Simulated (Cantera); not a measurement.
What does this Cantera script print?

```python
import numpy as np
import cantera as ct

gas = ct.Solution("gri30.yaml")


def delay(T, t_max=10):
    gas.TPX = T, 3300000, {'CH4': 1, 'O2': 2.94, 'N2': 20}
    reactor = ct.IdealGasConstPressureReactor(gas, clone=False)
    net = ct.ReactorNet([reactor])
    net.rtol, net.atol = 1e-8, 1e-16
    while net.time < t_max:
        t_old, T_old = net.time, reactor.T
        net.step()
        if reactor.T > T + 400:  # ignition: a rise of 400 K
            return t_old + (T + 400 - T_old) / (reactor.T - T_old) * (net.time - t_old)
    return np.nan


taus = []
for T in [1323, 1398, 1473, 1548, 1623, 1698]:
    taus.append(delay(T))
    print(f"T0 = {T:6g} K   tau = {taus[-1]:.4e} s")
```

Result:

```
T0 =   1323 K   tau = 4.9522e-04 s
T0 =   1398 K   tau = 2.4031e-04 s
T0 =   1473 K   tau = 1.2245e-04 s
T0 =   1548 K   tau = 6.4749e-05 s
T0 =   1623 K   tau = 3.5320e-05 s
T0 =   1698 K   tau = 1.9863e-05 s
```

Model: GRI-Mech 3.0 (53 species, 325 reactions), integrated in Cantera. The pressure lies above the range GRI-Mech 3.0 was tuned for (to about 10 atm).
